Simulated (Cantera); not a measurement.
An adiabatic, constant-volume homogeneous reactor starts with CH₄ : CO : O₂ : N₂ = 1 : 0.2 : 2.16 : 8.14 (molar parts), equivalence ratio 0.97, at 1125 K and 1500000 Pa. Integrator tolerance rtol = 1e-08.

Cantera simulation using GRI-Mech 3.0 (53 species, 325 reactions); the numbers are that mechanism's predictions, not measurements. The pressure lies above the range GRI-Mech 3.0 was tuned for (to about 10 atm).

**Question.** What does this change do: constant pressure in place of constant volume?

**Answer.** 
| quantity | before | after |
|---|---|---|
| time of steepest temperature rise | 10.6 ms | 11.0 ms |
| temperature at 6.00 s | 2981 K | 2721 K |
| equilibrium temperature | 2981 K | 2721 K |
| x(CH₄) at 6.00 s | <1e-12 (gas-phase equilibrium <1e-12) | <1e-12 (gas-phase equilibrium <1e-12) |
| x(CO) at 6.00 s | 0.0296 (gas-phase equilibrium 0.0296) | 0.0208 (gas-phase equilibrium 0.0208) |
| x(O₂) at 6.00 s | 0.0147 (gas-phase equilibrium 0.0147) | 0.0124 (gas-phase equilibrium 0.0124) |
| x(H) at 6.00 s | 0.00218 (gas-phase equilibrium 0.00218) | 0.00124 (gas-phase equilibrium 0.00124) |
| x(NO) at 6.00 s | 0.0116 (gas-phase equilibrium 0.0116) | 0.00753 (gas-phase equilibrium 0.00753) |

**Question.** What does this change do: CO 0.2 to 0.077 parts?

**Answer.** 
```csv
quantity,before,after
time of steepest temperature rise,10.6 ms,8.65 ms
temperature at 6.00 s,2981 K,2965 K
equilibrium temperature,2981 K,2965 K
x(CH₄) at 6.00 s,<1e-12 (gas-phase equilibrium <1e-12),<1e-12 (gas-phase equilibrium <1e-12)
x(CO) at 6.00 s,0.0296 (gas-phase equilibrium 0.0296),0.0245 (gas-phase equilibrium 0.0245)
x(O₂) at 6.00 s,0.0147 (gas-phase equilibrium 0.0147),0.0167 (gas-phase equilibrium 0.0167)
x(H) at 6.00 s,0.00218 (gas-phase equilibrium 0.00218),0.00197 (gas-phase equilibrium 0.00197)
x(NO) at 6.00 s,0.0116 (gas-phase equilibrium 0.0116),0.0121 (gas-phase equilibrium 0.0121)
```
